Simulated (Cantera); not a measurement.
An isothermal, constant-pressure homogeneous reactor starts with 13.0 % H2, 87.0 % O2, equivalence ratio 0.075, at 1048 K and 1.50 Torr.

Model: the H2/O2 subset of GRI-Mech 3.0, which has no nitrogen chemistry, integrated in Cantera. Radical loss at walls, strong at low pressure, is not modelled. The temperature is held fixed by assumption; the heat of reaction is taken as removed at once.

x: mole fraction; the columns are a selection and need not sum to one.

```tsv
t (s)	x H2	x O2	x H2O2	x H2O	x HO2	x H
0.000800	0.130	0.870	<1e-12	1.61e-10	4.62e-10	4.33e-10
0.00205	0.130	0.870	<1e-12	2.10e-9	1.19e-9	1.94e-9
0.00528	0.130	0.870	2.85e-12	___	___	___
0.0136	0.130	0.869	9.94e-11	0.000195	1.97e-7	0.000109
0.0348	0.00481	0.795	2.57e-8	0.101	1.50e-6	0.0463
0.0894	0.00359	0.801	2.33e-8	0.108	1.52e-6	0.0375
0.230	0.00277	0.819	2.80e-8	0.118	1.57e-6	0.0234
0.590	0.00133	0.843	3.63e-8	0.132	1.50e-6	0.00710
1.52	0.000288	0.857	4.02e-8	0.138	1.02e-6	0.000688
3.89	___	0.860	___	0.139	___	___
10.0	5.95e-6	0.860	1.37e-8	0.139	1.01e-7	2.07e-6
```

Problem. Some entries are withheld; supply them.

Solution. 
- 0.00528, x H2O: 7.66e-8
- 0.00528, x HO2: 3.13e-9
- 0.00528, x H: 4.46e-8
- 3.89, x H2: 3.92e-5
- 3.89, x H2O2: 2.80e-8
- 3.89, x HO2: 3.89e-7
- 3.89, x H: 3.45e-5
